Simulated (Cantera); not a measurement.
A perfectly stirred reactor is fed with H2 : O2 : N2 = 0.9 : 1 : 11 (molar parts), equivalence ratio 0.45, at 150 Torr; it is held at 1075 K, and followed from long to short residence time.

Computed with Cantera and GRI-Mech 3.0 (53 species, 325 reactions). The temperature is held fixed by assumption; the heat of reaction is taken as removed at once.

Question: Predict: x(H2) at τ = 29.0 s; x(O2) at τ = 29.0 s; x(H2O2) at τ = 29.0 s; x(NO2) at τ = 29.0 s; x(O) at τ = 29.0 s; x(H2) at τ = 0.130 s; x(O2) at τ = 0.130 s; x(H2O2) at τ = 0.130 s; x(O) at τ = 0.130 s.

Answer: 
```json
{
 "x(H2) at τ = 29.0 s": "2.66e-5",
 "x(O2) at τ = 29.0 s": "0.0442",
 "x(H2O2) at τ = 29.0 s": "1.22e-7",
 "x(NO2) at τ = 29.0 s": "1.82e-9",
 "x(O) at τ = 29.0 s": "5.16e-6",
 "x(H2) at τ = 0.130 s": "0.000859",
 "x(O2) at τ = 0.130 s": "0.0445",
 "x(H2O2) at τ = 0.130 s": "6.33e-7",
 "x(O) at τ = 0.130 s": "0.000196"
}
```
